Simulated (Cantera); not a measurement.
An adiabatic, constant-pressure homogeneous reactor starts with 3.17 % C3H8, 20.3 % O2, 76.5 % N2, equivalence ratio 0.78, at 1375 K and 0.405 atm.

Computed with Cantera and GRI-Mech 3.0 (53 species, 325 reactions). GRI-Mech 3.0 was tuned for natural gas; its chemistry of propane as a main component is partial and can be far from experiment.

x: mole fraction; the columns are a selection and need not sum to one.

```csv
t (s),T (K),x C3H8,x O2,x CH2CO,x H2O,x N2O
1.00e-6,1375,0.0317,0.203,<1e-12,1.07e-8,<1e-12
3.98e-6,1375,0.0317,0.203,6.55e-11,8.96e-7,<1e-12
1.58e-5,1374,0.0316,0.203,?,1.87e-5,1.14e-11
6.31e-5,1371,0.0306,0.203,?,0.000335,1.34e-10
0.000251,1375,0.0249,0.199,?,0.00307,6.20e-10
0.00100,2352,<1e-12,0.0549,<1e-12,0.0920,1.13e-7
0.00398,2573,<1e-12,0.0499,<1e-12,0.103,3.30e-7
0.0158,2569,<1e-12,0.0470,<1e-12,0.104,3.68e-7
0.0631,2566,<1e-12,0.0458,<1e-12,0.104,3.90e-7
0.251,2566,<1e-12,0.0458,<1e-12,0.104,3.91e-7
1.00,2566,<1e-12,0.0458,<1e-12,0.104,3.91e-7
```

Task: Some entries are withheld; supply them.

Result: 
- 1.58e-5, x CH2CO: 1.64e-8
- 6.31e-5, x CH2CO: 1.85e-6
- 0.000251, x CH2CO: 0.000102
